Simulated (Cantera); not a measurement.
Thermodynamics of silicon etching in halogen gases, feed Si + HCl + N₂

Feed: 1 mol Si, 14 mol HCl, 27 mol N₂, held at 1177 °C.

These are equilibrium values from Cantera (NASA tables, ideal gas, pure condensed phases), not measurements of a reactor. Candidate condensed phases: NH₄Cl, Si, Si₃N₄; 28 gas species. The tables' values for SiCl₃ are old estimates; treat these amounts as uncertain. Equilibrium is a limit: real reactors are often held back by kinetics, nucleation or transport.

```json
[
 {"P (Pa)": "1", "x N₂": "0.657", "x HCl": "0.287", "x H₂": "0.0265", "x SiCl₂": "0.0238", "x SiCl₄": "3.28e-5"},
 {"P (Pa)": "5.20", "x N₂": "0.658", "x HCl": "0.289", "x H₂": "0.0259", "x SiCl₂": "0.0232", "x SiCl₄": "0.000172"},
 {"P (Pa)": "27", "x N₂": "0.659", "x HCl": "0.289", "x H₂": "0.0267", "x SiCl₂": "0.0215", "x SiCl₄": "0.000798"},
 {"P (Pa)": "140", "x N₂": "0.662", "x HCl": "0.284", "x H₂": "0.0295", "x SiCl₂": "0.0177", "x SiCl₄": "0.00298"},
 {"P (Pa)": "720", "x N₂": "0.665", "x HCl": "0.275", "x H₂": "0.0351", "x SiCl₂": "0.0116", "x SiCl₄": "0.00793"},
 {"P (Pa)": "3700", "x N₂": "0.670", "x HCl": "0.264", "x H₂": "0.0417", "x SiCl₂": "0.00537", "x SiCl₄": "0.0146"},
 {"P (Pa)": "19000", "x N₂": "0.673", "x HCl": "0.256", "x H₂": "0.0463", "x SiCl₂": "0.00168", "x SiCl₄": "0.0199"},
 {"P (Pa)": "100000", "x N₂": "0.674", "x HCl": "0.252", "x H₂": "0.0484", "x SiCl₂": "0.000390", "x SiCl₄": "0.0227"}
]
```
x: gas mole fraction; nothing condenses.

From 1.00 Pa to 1.00 bar nothing is condensed. The main Si-bearing gas is SiCl₂ at 1.00 Pa and SiCl₄ at 1.00 bar.
